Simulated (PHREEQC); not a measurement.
## Ultrapure water in contact with air or piping

Synthetic water in mmol/kgw, 25 °C, pH 6.6, pe 9: Na 0.00681; K 0.000581; Ca 0.00579; Mg 0.00395; Cl 0.00216; S(6) 0.00343; Alkalinity (meq/kgw) 0.018; Ba 6.52e-05; Cu(2) 5.16e-05.

Valence states are taken as typed.

The numbers come from PHREEQC with the ion-association model, phreeqc.dat.

No solid was allowed to form.

**Question.** Predict the charge-balance error.

**Answer.** charge-balance error 0.2 %.

**Question.** In which forms is Cu present?

**Answer.** Cu+2 72 %, Cu(OH)2 23 %, CuOH+ 2.8 %, CuCO3 1.3 %, CuHCO3+ 0.6 % of the Cu.

The database's constant for dissolved Cu(OH)2 is higher than later reviews accept.
